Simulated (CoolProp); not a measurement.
Vapour-liquid equilibrium of propylene (1) + dimethyl ether (2) at 327.2 K; x and y are mole fractions of (1).

Model: multi-fluid Helmholtz-energy mixture model, Lemmon 2013 and Wu 2011; pair parameters Bell 2016, in CoolProp.

```tsv
x	bubble pressure, mixture model (kPa)	bubble pressure, Raoult's law (kPa)	y, mixture model	y, Raoult's law
0.05	1321	1309	0.083	0.085
0.15	1439	1407	0.228	0.238
0.25	1551	1505	0.352	0.372
0.35	1658	1602	0.460	0.489
0.45	1760	1700	0.556	0.592
0.55	1857	1798	0.644	0.684
0.65	1949	1895	0.726	0.767
0.75	2037	1993	0.805	0.842
0.85	2121	2091	0.882	0.910
0.95	2200	2188	0.960	0.971
```

The largest gap from Raoult's law is +3.5 % in bubble pressure, at x = 0.45. No azeotrope shows between x = 0.05 and 0.95.

The pair parameters rest on a limited set of measurements; away from them the model extrapolates.
